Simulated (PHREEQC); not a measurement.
HF is added in steps, without added water, to 1 kg of water holding 0.00013 mol Ca(HCO3)2, 0.00032 mol CO2 and 0.00015 mol MgSO4, at 25 °C. Oxygen alone is held at its pressure in air (log pO2 = -0.68). The system is closed to CO2. Solids allowed: Calcite, Gypsum, Fluorite, Brucite, Portlandite, Nesquehonite, Epsomite. Others were left out.

Base run: PHREEQC, ion-association model, wateq4f.dat. Each further column changes one thing. The table gives Fluorite (mol).

```
HF added (mol)     base  Debye-Hückel limiting law  database phreeqc.dat  metal-ligand complexes left out  all activity coefficients set to 1
--------------  -------  -------------------------  --------------------  -------------------------------  ----------------------------------
0                     0                          0                     0                                0                                   0
0.0003125             0                          0                     0                                0                                   0
0.0007292       7.31e-6                    6.59e-6               7.84e-6                          9.84e-6                             2.03e-5
0.001042        3.98e-5                    3.92e-5               4.03e-5                          4.20e-5                             5.10e-5
0.001458        6.66e-5                    6.61e-5               6.71e-5                          6.84e-5                             7.56e-5
0.001771        7.92e-5                    7.88e-5               7.97e-5                          8.07e-5                                 ___
0.002188        9.04e-5                    9.01e-5               9.09e-5                          9.17e-5                                 ___
0.0025          9.63e-5                    9.59e-5                   ___                          9.73e-5                            0.000102
```

Some entries are withheld; supply them.


- 0.001771, all activity coefficients set to 1: 8.69e-5
- 0.002188, all activity coefficients set to 1: 9.68e-5
- 0.0025, database phreeqc.dat: 9.67e-5

 phreeqc.dat and wateq4f.dat share most of their constants, so their agreement is no independent check. Solids allowed in the column 'database phreeqc.dat': Calcite, Gypsum, Fluorite.
